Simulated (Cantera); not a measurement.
Input: 1 mol C3H6, 21 mol H2, 2.3 mol N2, equilibrated at 950 K and 1580 Torr.

Method: chemical equilibrium by Gibbs-energy minimisation in Cantera with the NASA 1993 tables (ideal gas, pure condensed phases). The numbers say what is thermodynamically allowed, not how fast it happens.

```json
[
 {"species": "H2", "before": "0.772", "after": "0.768"},
 {"species": "CH4", "before": "0.129", "after": "0.129"},
 {"species": "N2", "before": "0.0986", "after": "0.0964"},
 {"species": "NH3", "before": "0.000369", "after": "0.00569"}
]
```
Gas species are given as mole fractions.

Problem. Which change was made?
(A) temperature from 950 K to 2773 K
(B) temperature from 950 K to 2875 K
(C) pressure from 1580 Torr to 24800 Torr
(D) temperature from 950 K to 1523.15 K

Solution. C, pressure from 1580 Torr to 24800 Torr. The ideal-gas law is rough above about 30 bar
